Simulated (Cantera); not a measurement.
Premixed flame

A freely propagating, adiabatic, planar premixed flame of CH4 : H2 : O2 : N2 : H2O = 1 : 0.7 : 1.68 : 6.88 : 0.83 (molar parts), equivalence ratio 1.4, unburnt at 675 K and 285 Torr; multicomponent transport, grid criteria slope 0.08 and curve 0.16, no radiation.

Detailed kinetics in Cantera: GRI-Mech 3.0 (53 species, 325 reactions). Burning velocities carry a grid error of a few per cent, more on coarse grids.

| z (mm) | T (K) | u (m/s) | x CH4 | x H2 | x O2 | x CO2 | x CH2 | x CH2O |
|---|---|---|---|---|---|---|---|---|
| -2.76 | 675 | 1.51 | 0.0901 | 0.0635 | 0.151 | 3.60e-8 | <1e-8 | 5.79e-8 |
| -1.84 | 677 | 1.52 | 0.0900 | 0.0643 | 0.151 | 9.81e-7 | <1e-8 | 1.42e-6 |
| -1.38 | 687 | 1.54 | 0.0895 | 0.0655 | 0.151 | 8.31e-6 | <1e-8 | 1.03e-5 |
| -0.919 | 751 | 1.69 | 0.0860 | 0.0679 | 0.147 | 0.000133 | <1e-8 | 0.000101 |
| -0.460 | 1094 | 2.49 | 0.0638 | 0.0725 | 0.120 | 0.00196 | 5.01e-7 | 0.000606 |
| -0.230 | 1430 | 3.29 | 0.0372 | 0.0748 | 0.0856 | 0.00559 | 1.19e-5 | 0.000856 |
| 0 | 1744 | 4.06 | 0.0117 | 0.0737 | 0.0441 | 0.0119 | 6.74e-5 | 0.000565 |
| 0.230 | 1906 | 4.45 | 0.00183 | 0.0684 | 0.0172 | 0.0192 | 5.67e-5 | 0.000175 |
| 0.460 | 1956 | 4.57 | 0.000201 | 0.0645 | 0.00640 | 0.0255 | 1.34e-5 | 2.99e-5 |
| 0.919 | 1978 | 4.60 | 2.62e-6 | 0.0637 | 0.00170 | 0.0329 | 3.26e-7 | 5.78e-7 |
| 1.84 | 1993 | 4.63 | <1e-8 | 0.0652 | 0.00100 | 0.0370 | <1e-8 | <1e-8 |
| 3.68 | 2013 | 4.67 | <1e-8 | 0.0657 | 0.000765 | 0.0377 | <1e-8 | <1e-8 |
| 7.35 | 2038 | 4.72 | <1e-8 | 0.0658 | 0.000504 | 0.0375 | <1e-8 | <1e-8 |
x: mole fraction of selected species; z is measured from the peak of heat release.

```yaml
laminar_burning_velocity: 151 cm/s
thermal_thickness: 0.919 mm
peak x(CH2): 7.75e-5
peak x(CH2O): 0.000856
grid_points: 152
```
